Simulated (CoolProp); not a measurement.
Ethane at 293.15 K and 0.332 MPa is throttled through a valve to 0.114 MPa with no heat exchange. Each further row changes one setting.

Computed with CoolProp (reference Helmholtz-energy equation of state, Bücker 2006).

```csv
case,temperature change (K),final density (kg/m³)
as stated,-2.5,1.43
outlet pressure 0.0342 MPa,-3.5,0.428
outlet pressure 0.148 MPa,-2.1,1.86
```
